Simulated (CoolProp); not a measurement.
CF4 (R14) at several states: fugacity coefficient from the reference equation and from simpler models built on Tc = 227.4 K, pc = 3.762 MPa, ω = 0.178; each cubic takes its own stable root.

Computed with CoolProp (reference Helmholtz-energy equation of state, Platzer 1990). This equation is an older, rougher fit; its heat capacities, sound speeds and derivatives of the liquid may be far off and weren't checked against measurements.

```csv
T (K),p (MPa),phase,reference
438.1,1.99,gas,0.9915
223.4,0.64,gas,0.9395
363.9,0.354,gas,0.9944
213.5,11.6,liquid,0.2258
128.7,1,liquid,0.02795
135,0.037,gas,0.9851
```

Task: How far does each simpler model (van der Waals, Redlich-Kwong, Soave-Redlich-Kwong, Peng-Robinson) lie from the reference over these 6 states: mean and median of the absolute difference, and the worst?

Result: 
- van der Waals: mean 125.8 %, median 1.3 %, worst +717.5 % at 128.7 K and 1 MPa
- Redlich-Kwong: mean 9.8 %, median 0.6 %, worst +49.8 % at 128.7 K and 1 MPa
- Soave-Redlich-Kwong: mean 0.9 %, median 0.2 %, worst +3.8 % at 213.5 K and 11.6 MPa
- Peng-Robinson: mean 1.1 %, median 0.6 %, worst -3.5 % at 213.5 K and 11.6 MPa
